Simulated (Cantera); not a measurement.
Charge: 1 mol Si, 0.44 mol CO₂, 6.6 mol H₂, at 1548 K and 0.133 bar.

Method: chemical equilibrium by Gibbs-energy minimisation in Cantera with the NASA 1993 tables (ideal gas, pure condensed phases). Candidate condensed phases: C, C₆H₆, C₇H₈, C₈H₁₈, H₂O, Si, SiC, SiO₂; 123 gas species. Mutual solubility and eutectic melting of coexisting phases are not modelled. The tables hold silica as quartz up to 1696 K and as liquid above; real silica turns to tridymite and cristobalite and melts near 1996 K. The numbers say what is thermodynamically allowed, not how fast it happens.

Base state: H₂ 0.991, SiO 0.00906, CO 0.000291, H 8.39e-5 (mole fractions); condensed: Si(s) + SiC(s) + SiO₂(β-quartz).

### Question
What changes in the equilibrium state with this change: pressure from 0.133 bar to 6.10 bar?

### Answer
| species | before | after |
|---|---|---|
| H₂ | 0.991 | 1.000 |
| SiO | 0.00906 | 0.000198 |
| CH₄ | 2.35e-6 | 0.000109 |
| CO | 0.000291 | 6.35e-6 |
| H | 8.39e-5 | 1.25e-5 |
| Si(s), mol | 0.0927 | 0.120 |
| SiC(s), mol | 0.438 | 0.439 |
| SiO₂(β-quartz), mol | 0.409 | 0.439 |
